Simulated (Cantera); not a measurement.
Feed: 1 mol Si, 0.011 mol O2, 3.3 mol CO, equilibrated at 1275 K and 2.40 bar.

Cantera equilibrium calculation (NASA polynomials, part measured and part estimated; ideal gas, pure solids and liquids). The tables hold silica as quartz up to 1696 K and as liquid above; real silica turns to tridymite and cristobalite and melts near 1996 K. The numbers say what is thermodynamically allowed, not how fast it happens.

```tsv
species	before	after
CO	0.984	0.989
SiO	<1e-9	0.0110
CO2	0.0163	0.000123
C(graphite), mol	2.00	0
SiO2(β-quartz), mol	1.00	0
SiC(s), mol	0	0.650
SiO2(condensed), mol	0	0.321
```
Gas species are given as mole fractions.

Task: Which change was made?
(A) pressure from 2.40 bar to 1.50 mbar
(B) temperature from 1275 K to 1900 K
(C) temperature from 1275 K to 1748.15 K
(D) pressure from 2.40 bar to 0.260 bar

Result: B, temperature from 1275 K to 1900 K. Mutual solubility and eutectic melting of coexisting phases are not modelled
